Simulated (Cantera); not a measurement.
A Cantera script and its output.

```python
import numpy as np
import cantera as ct

gas = ct.Solution("gri30.yaml")
gas.TPX = 350, 13000, {'CH4': 1, 'C2H6': 0.21, 'O2': 2.1, 'N2': 7.91}
flame = ct.FreeFlame(gas, width=0.17)
flame.set_refine_criteria(ratio=3, slope=0.08, curve=0.16)
flame.transport_model = "mixture-averaged"
flame.solve(loglevel=0, auto=True)
z, T = flame.grid, flame.T
thick = (T[-1] - T[0]) / np.gradient(T, z).max()
show = ['CH4', 'C2H6', 'O2', 'CH2CO', 'CO2', 'O']
print(f"laminar burning velocity  {flame.velocity[0] * 100:.3f} cm/s")
print(f"burnt temperature         {T[-1]:.1f} K")
print(f"thermal thickness         {thick * 1e3:.4f} mm")
print(f"grid points               {len(z)}")
z0 = z[flame.heat_release_rate.argmax()]
print(f"{'z/mm':>9s}{'T/K':>9s}{'u/(m/s)':>9s}" + "".join(f"{s:>11s}" for s in show))
rows = []
for k in (-3, -2, -1.5, -1, -0.5, -0.25, 0, 0.25, 0.5, 1, 2, 4, 8):
    zz = z0 + k * thick
    rows.append([k * thick, np.interp(zz, z, T), np.interp(zz, z, flame.velocity),
                 *(np.interp(zz, z, flame.X[gas.species_index(s)]) for s in show)])
    print(f"{rows[-1][0] * 1e3:9.3f}{rows[-1][1]:9.1f}{rows[-1][2]:9.3f}" + "".join(f"{x:11.3e}" for x in rows[-1][3:]))
```

Result:

```
laminar burning velocity  58.588 cm/s
burnt temperature         2060.4 K
thermal thickness         2.5874 mm
grid points               152
     z/mm      T/K  u/(m/s)        CH4       C2H6         O2      CH2CO        CO2          O
   -7.762    350.1    0.587  8.900e-02  1.869e-02  1.869e-01  8.428e-11  2.035e-08  1.539e-11
   -5.175    351.2    0.591  8.862e-02  1.863e-02  1.862e-01  4.916e-09  8.622e-07  3.736e-10
   -3.881    359.0    0.607  8.777e-02  1.853e-02  1.849e-01  8.071e-08  1.094e-05  2.863e-09
   -2.587    447.5    0.766  8.289e-02  1.798e-02  1.778e-01  3.434e-06  2.963e-04  7.449e-08
   -1.294    953.0    1.679  5.754e-02  1.287e-02  1.358e-01  1.004e-04  4.548e-03  6.574e-06
   -0.647   1370.1    2.459  3.279e-02  5.143e-03  9.146e-02  2.861e-04  1.113e-02  8.107e-05
    0.000   1723.6    3.135  9.626e-03  3.321e-04  4.485e-02  2.470e-04  2.097e-02  4.550e-04
    0.647   1887.1    3.442  1.227e-03  2.531e-06  1.748e-02  4.658e-05  3.146e-02  9.989e-04
    1.294   1929.4    3.512  9.643e-05  1.159e-08  7.058e-03  3.859e-06  4.003e-02  1.243e-03
    2.587   1945.6    3.528  5.364e-07  6.438e-13  2.572e-03  3.602e-08  4.918e-02  1.221e-03
    5.175   1955.3    3.537  1.781e-10  3.201e-19  1.876e-03  4.308e-11  5.353e-02  1.114e-03
   10.349   1967.1    3.555  5.269e-14  3.478e-23  1.655e-03  2.020e-14  5.418e-02  9.910e-04
   20.699   1985.0    3.582  1.064e-15  2.511e-27  1.365e-03  3.237e-18  5.418e-02  8.099e-04
```

Computed with Cantera and GRI-Mech 3.0 (53 species, 325 reactions). Burning velocities carry a grid error of a few per cent, more on coarse grids.
